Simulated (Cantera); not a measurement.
A Cantera script and its output.

```python
import numpy as np
import cantera as ct

gas = ct.Solution("gri30.yaml", transport_model="multicomponent")
show = ['CH4', 'CO2', 'CH3']

rows = []
print(f"{'T/K':>7s}{'rho':>11s}{'cp':>10s}{'mu':>11s}{'lambda':>11s}{'Pr':>7s}" + "".join(f"{'D_' + s:>11s}" for s in show))
for T in [400, 600, 800, 1000, 1200, 1400, 1600, 1800]:
    gas.TPX = T, 100000, {'H2O': 0.058}
    Pr = gas.cp_mass * gas.viscosity / gas.thermal_conductivity
    D = [gas.mix_diff_coeffs_mole[gas.species_index(s)] for s in show]
    rows.append([gas.density, gas.cp_mass, gas.viscosity, gas.thermal_conductivity, Pr, *D])
    print(f"{T:7g}{gas.density:11.4e}{gas.cp_mass:10.1f}{gas.viscosity:11.4e}"
          f"{gas.thermal_conductivity:11.4e}{Pr:7.3f}" + "".join(f"{d:11.4e}" for d in D))
print("SI units: kg/m3, J/kg/K, Pa s, W/m/K, m2/s")
```

Result:

```
    T/K        rho        cp         mu     lambda     Pr      D_CH4      D_CO2      D_CH3
    400 5.4168e-01    1902.2 1.3967e-05 3.6786e-02  0.722 4.0374e-05 2.8993e-05 4.1537e-05
    600 3.6112e-01    2016.1 2.1488e-05 6.0611e-02  0.715 8.7321e-05 6.4074e-05 8.8962e-05
    800 2.7084e-01    2150.0 2.8971e-05 8.7347e-02  0.713 1.4781e-04 1.1010e-04 1.4966e-04
   1000 2.1667e-01    2292.2 3.6247e-05 1.1642e-01  0.714 2.2001e-04 1.6555e-04 2.2190e-04
   1200 1.8056e-01    2435.6 4.3256e-05 1.4734e-01  0.715 3.0274e-04 2.2943e-04 3.0452e-04
   1400 1.5476e-01    2565.4 4.9979e-05 1.7896e-01  0.716 3.9514e-04 3.0100e-04 3.9674e-04
   1600 1.3542e-01    2681.4 5.6416e-05 2.1077e-01  0.718 4.9660e-04 3.7973e-04 4.9796e-04
   1800 1.2037e-01    2783.7 6.2576e-05 2.4233e-01  0.719 6.0667e-04 4.6523e-04 6.0774e-04
SI units: kg/m3, J/kg/K, Pa s, W/m/K, m2/s
```

Detailed kinetics in Cantera: GRI-Mech 3.0 (53 species, 325 reactions). Polar gases are described roughly by these parameters.
